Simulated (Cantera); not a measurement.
A closed system holds: 1 mol SiH4, 0.011 mol C2H2, 2.9 mol H2, at 133 Pa.

Method: chemical equilibrium by Gibbs-energy minimisation in Cantera with the NASA 1993 tables (ideal gas, pure condensed phases). Candidate condensed phases: C, C6H6, C7H8, C8H18, Si, SiC; 87 gas species. Mutual solubility and eutectic melting of coexisting phases are not modelled. Gases not in the tables: Si2H6 and higher silanes. Equilibrium is a limit: real reactors are often held back by kinetics, nucleation or transport. All values below are at 1752 °C.

Base state: H2 0.903, H 0.0501, Si 0.0437, Si2C 0.00133, SiH 0.000970, Si2 0.000480, SiH2 0.000110, Si3 0.000102 (mole fractions); condensed: Si(l) + SiC(s).

Q: What changes in the equilibrium state with this change: pressure from 133 Pa to 16000 Pa?

A: 
| species | before | after |
|---|---|---|
| H2 | 0.903 | 0.995 |
| H | 0.0501 | 0.00480 |
| Si | 0.0437 | 0.000364 |
| Si2 | 0.000480 | 4.00e-6 |
| Si3 | 0.000102 | 8.48e-7 |
| Si(l), mol | 0.728 | 0.975 |
| SiC(s), mol | 0.0149 | 0.0219 |
